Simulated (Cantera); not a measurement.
Mixture: CO : H2 : O2 : N2 = 1 : 0.17 : 0.722 : 3.39 (molar parts), equivalence ratio 0.81, at 21.0 bar, adiabatic and at constant pressure. Ignition delay is the time to a rise of 400 K.

Cantera simulation using GRI-Mech 3.0 (53 species, 325 reactions); the numbers are that mechanism's predictions, not measurements. The hydrogen kinetics of GRI-Mech 3.0 are dated; newer H2 mechanisms differ, most at raised pressure. The pressure lies above the range GRI-Mech 3.0 was tuned for (to about 10 atm).

### Question
What does this change do: constant volume in place of constant pressure?

### Answer
| quantity | before | after |
|---|---|---|
| delay at 1200 K | 77.3 µs | 68.7 µs |
| delay at 1250 K | 32.6 µs | 29.2 µs |
| delay at 1300 K | 14.9 µs | 13.3 µs |
| delay at 1350 K | 7.89 µs | 7.05 µs |
| delay at 1400 K | 4.98 µs | 4.40 µs |
| delay at 1450 K | 3.56 µs | 3.10 µs |
| delay at 1500 K | 2.78 µs | 2.38 µs |
| apparent activation energy between 1400 and 1500 K | 100 kJ/mol | 110 kJ/mol |

### Question
What does this change do: pressure from 21.0 bar to 1.01 bar?

### Answer
```csv
quantity,before,after
delay at 1200 K,77.3 µs,0.132 ms
delay at 1250 K,32.6 µs,0.113 ms
delay at 1300 K,14.9 µs,99.8 µs
delay at 1350 K,7.89 µs,91.4 µs
delay at 1400 K,4.98 µs,85.9 µs
delay at 1450 K,3.56 µs,82.7 µs
delay at 1500 K,2.78 µs,81.4 µs
```
Where the delays flatten at high temperature, the 400 K rule measures the pace of heat release, not the induction time.
